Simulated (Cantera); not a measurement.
Input: 1 mol CH3SiH3, 1.4 mol C2H2, 3.6 mol H2, at 2125 K and 11000 Pa.

Cantera equilibrium calculation (NASA polynomials, part measured and part estimated; ideal gas, pure solids and liquids). Candidate condensed phases: C, C6H6, C7H8, C8H18, Si, SiC; 87 gas species. The feed counts by its element totals alone. Gases not in the tables: Si2H6 and higher silanes. Rates play no part.

Task: What is the equilibrium state?

Result: 
```json
{
 "x(H2)": "0.987",
 "x(H)": "0.0109",
 "x(C2H2 (acetylene))": "0.00165",
 "x(Si)": "0.000134",
 "x(CH4)": "3.33e-5",
 "x(SiH)": "2.27e-5",
 "x(SiH2)": "1.73e-5",
 "x(SiC2)": "9.55e-6",
 "x(CH3)": "7.13e-6",
 "n(C(graphite))": "2.77 mol",
 "n(SiC(s))": "0.998 mol",
 "gas_amount": "8.045 mol",
 "log10 activity of Si(l) (absent)": "-1.07"
}
```
